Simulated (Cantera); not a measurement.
**Low-pressure radical oxidation in H2/O2**

An isothermal, constant-pressure homogeneous reactor starts with H2 : O2 : N2 = 0.068 : 1 : 0.016 (molar parts), at 1175 K and 1700 Pa.

Cantera simulation using GRI-Mech 3.0 (53 species, 325 reactions); the numbers are that mechanism's predictions, not measurements. Radical loss at walls, strong at low pressure, is not modelled. The temperature is held fixed by assumption; the heat of reaction is taken as removed at once.

| t (s) | x H2 | x O2 | x H2O2 | x H2O | x OH | x HO2 |
|---|---|---|---|---|---|---|
| 7.00e-5 | 0.0627 | 0.923 | <1e-12 | 8.23e-10 | 1.32e-9 | 2.93e-9 |
| 0.000219 | 0.0627 | 0.923 | 5.18e-12 | 1.83e-8 | 1.08e-8 | 9.22e-9 |
| 0.000682 | 0.0627 | 0.923 | 5.45e-11 | 2.26e-6 | 8.97e-7 | 3.72e-8 |
| 0.00213 | 0.00976 | 0.886 | 3.78e-7 | 0.0423 | 0.00650 | 6.15e-6 |
| 0.00665 | 0.00107 | 0.886 | 1.38e-7 | 0.0562 | 0.00344 | 5.45e-6 |
| 0.0208 | 0.000552 | 0.903 | 1.46e-7 | 0.0608 | 0.00248 | 4.67e-6 |
| 0.0648 | 0.000127 | 0.916 | 1.21e-7 | 0.0637 | 0.00119 | 2.66e-6 |
| 0.202 | 1.64e-5 | 0.919 | 6.19e-8 | 0.0645 | 0.000430 | 8.09e-7 |
| 0.632 | 2.14e-6 | 0.920 | 2.20e-8 | 0.0647 | 0.000157 | 1.70e-7 |
| 1.97 | 3.61e-7 | 0.920 | 6.83e-9 | 0.0647 | 6.52e-5 | 3.63e-8 |
| 6.16 | 7.82e-8 | 0.920 | 2.08e-9 | 0.0647 | 3.05e-5 | 1.04e-8 |
| 19.2 | 2.03e-8 | 0.920 | 6.51e-10 | 0.0648 | 1.56e-5 | 6.10e-9 |
| 60.0 | 6.56e-9 | 0.920 | 2.40e-10 | 0.0648 | 8.88e-6 | 7.33e-9 |
x: mole fraction; the columns are a selection and need not sum to one.

Equilibrium at this temperature and pressure: H2 3.90e-9, O2 0.920, H2O2 1.54e-10, H2O 0.0648, OH 6.84e-6, HO2 8.88e-9 (gas phase only).
